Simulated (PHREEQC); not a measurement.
Consider water at 25 °C with 0.0095 mol MgCl2, 0.0084 mol CO2 and 2.1e-05 mol H4SiO4 per kg of water. Closed to the air; pH follows from the charge balance.

The numbers come from PHREEQC with the ion-association model, phreeqc.dat.

```
quantity               before    after
-------------------  --------  -------
pH                       4.20     9.12
MgOH+ (mol/kgw)      3.46e-10  2.35e-5
H3SiO4- (mol/kgw)    5.77e-11  4.01e-6
SI of Quartz (SiO2)     -0.69    -0.79
```

Q: What was changed between the two runs?
A) CO2 left out
B) 0.00018 mol/kgw Zn(NO3)2 added
C) CO2 replaced by (NH4)2CO3 at the same molality
D) temperature from 25 to 60 °C

A: C, CO2 replaced by (NH4)2CO3 at the same molality

This is a speciation only: nothing precipitates in the calculation.
